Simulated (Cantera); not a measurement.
A diamond (100) surface in a fixed gas of H2 with x(CH4) = 0.0029, x(H) = 0.0013, x(CH3) = 4.1e-05, at 1250 K; coverages are run to steady state.

Detailed kinetics in Cantera: the Harris–Goodwin 1993 mechanism for the reconstructed diamond (100) surface.

θ: site fractions in the mechanism's names (c6HH fully hydrogenated, c6H* and c6*H radical sites, c6** diradical, c6HM methylated).

```csv
P (Pa),growth (µm/h),θ c6HH,θ c6H*,θ c6*H,θ c6**,θ c6HM
890,0.0274,0.434,0.0425,0.495,0.0282,4.13e-5
1300,(withheld),0.434,0.0425,0.495,0.0282,(withheld)
1800,0.0647,0.434,0.0425,0.495,0.0282,8.51e-5
2600,0.102,0.434,0.0424,0.495,0.0281,0.000123
3700,(withheld),0.434,0.0424,0.495,0.0281,(withheld)
5300,0.257,0.434,0.0424,0.495,0.0281,0.000248
7600,0.423,0.434,0.0424,0.494,0.0281,0.000351
11000,0.721,0.434,0.0424,0.494,0.0281,0.000495
```

What belongs in the gaps?


- 1300, growth (µm/h): 0.0435
- 1300, θ c6HM: 6.11e-5
- 3700, growth (µm/h): 0.160
- 3700, θ c6HM: 0.000175
